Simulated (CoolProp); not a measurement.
Acetone at several states: Z from the reference equation and from simpler models built on Tc = 235.0 °C, pc = 4.692 MPa, ω = 0.307; each cubic takes its own stable root.

Computed with CoolProp (reference Helmholtz-energy equation of state, Lemmon 2006). It is a short technical equation, of lower accuracy than the large ones.

```csv
T (°C),p (MPa),phase,reference
123.65,7.24,liquid,0.1883
-45.05,3.2,liquid,0.1137
154.45,15.8,liquid,0.3931
-53.05,7.4,liquid,0.2691
236.75,0.131,gas,0.9891
```

**Question.** How far does each simpler model (van der Waals, Soave-Redlich-Kwong, Peng-Robinson) lie from the reference over these 5 states: mean and median of the absolute difference, and the worst?

**Answer.** 
- van der Waals: mean 71.1 %, median 85.8 %, worst +96.8 % at -45.05 °C and 3.2 MPa
- Soave-Redlich-Kwong: mean 23.0 %, median 27.6 %, worst +30.5 % at -53.05 °C and 7.4 MPa
- Peng-Robinson: mean 11.6 %, median 12.9 %, worst +16.4 % at -53.05 °C and 7.4 MPa
